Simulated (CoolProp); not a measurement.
C3F8 (R218) at 298.15 K and 3.34 MPa flows at 16 m/s in a round tube of 6 mm bore and 0.25 µm roughness, fully developed (64/Re and Nu = 3.66 if laminar; Colebrook and Gnielinski if turbulent). Each further row changes one setting.

The numbers come from the reference Helmholtz-energy equation of state, Lemmon 2006 in CoolProp. It is a short technical equation, of lower accuracy than the large ones.

```tsv
case	Reynolds number	Darcy friction factor	pressure drop (Pa/m)	heat-transfer coefficient (W/(m² K))	mass flow (kg/h)
as stated	702000	0.0131	380000	21500	2220
velocity 32 m/s	1400000	0.0120	1400000	40300	4430
diameter 12 mm	1400000	0.0116	168000	19500	8870
```

Viscosity comes from a separate model (Huber 2003), an estimate that may be off by 10 % or more. Thermal conductivity comes from a separate model (Huber 2003), an estimate that may be off by 10 % or more.
